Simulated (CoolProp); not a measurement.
Vapour-liquid equilibrium of CF4 (R14) (1) + CHF3 (R23) (2) at -75.95 °C; x and y are mole fractions of (1).

Model: multi-fluid Helmholtz-energy mixture model, Platzer 1990 and Penoncello 2003; pair parameters Bell 2016, in CoolProp. This equation is an older, rougher fit; its heat capacities, sound speeds and derivatives of the liquid may be far off and weren't checked against measurements.

### Question
Give the bubble pressure and the first vapour's composition at x = 0.05, 0.35, 0.8. Is there an azeotrope?

### Answer
x = 0.05: 3.223 bar, y = 0.560; x = 0.35: 9.268 bar, y = 0.858; x = 0.8: 12.33 bar, y = 0.927. No azeotrope shows between x = 0.05 and 0.95.

The pair parameters rest on a limited set of measurements; away from them the model extrapolates. With so large a gap from Raoult's law the liquid may split in two, which this calculation doesn't test in full.
